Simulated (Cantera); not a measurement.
A freely propagating, adiabatic, planar premixed flame of CH4 : C2H6 : C3H8 : O2 : N2 = 1 : 0.041 : 0.039 : 1.8 : 8.63 (molar parts), equivalence ratio 1.3, unburnt at 550 K and 7500 Torr; mixture-averaged transport, grid criteria slope 0.08 and curve 0.16, no radiation.

Cantera simulation using GRI-Mech 3.0 (53 species, 325 reactions); the numbers are that mechanism's predictions, not measurements. Burning velocities carry a grid error of a few per cent, more on coarse grids.

x: mole fraction of selected species; z is measured from the peak of heat release.

```
z (mm)   T (K)  u (m/s)       x CH4      x C2H6    x C3H8     x H2       x CH2         x O
-------  -----  -------  ----------  ----------  --------  -------  ----------  ----------
-0.521     551    0.156      0.0866     0.00355   0.00338  0.00235       <1e-8       <1e-8
-0.347     562    0.160      0.0856     0.00354   0.00337  0.00573       <1e-8       <1e-8
-0.261     590    0.169      0.0835     0.00350   0.00334  0.00911       <1e-8       <1e-8
-0.174     710    0.205      0.0760     0.00333   0.00321   0.0145       <1e-8       <1e-8
-0.0869   1118    0.328      0.0515     0.00239   0.00201   0.0218       <1e-8     1.28e-7
-0.0434   1467    0.435      0.0300     0.00135  0.000512   0.0255     1.61e-7     4.24e-6
0         1792    0.534      0.0110    0.000305   5.63e-6   0.0282     4.19e-6     1.94e-5
0.0434    1953    0.583     0.00361     3.18e-5   4.22e-8   0.0293     7.04e-6     1.44e-5
0.0869    2005    0.597     0.00187     6.07e-6     <1e-8   0.0304     3.55e-6     5.22e-6
0.174     2029    0.604     0.00111     9.29e-7     <1e-8   0.0323     8.57e-7     8.14e-7
0.347     2033    0.605  (withheld)  (withheld)     <1e-8   0.0342  (withheld)  (withheld)
0.695     2032    0.605    0.000417     5.41e-8     <1e-8   0.0358     1.19e-7     1.21e-7
1.39      2031    0.605  (withheld)       <1e-8     <1e-8   0.0368  (withheld)     1.17e-7
```

Task: What belongs in the gaps?

Result: 
- 0.347, x CH4: 0.000731
- 0.347, x C2H6: 1.98e-7
- 0.347, x CH2: 2.54e-7
- 0.347, x O: 1.73e-7
- 1.39, x CH4: 0.000165
- 1.39, x CH2: 4.40e-8
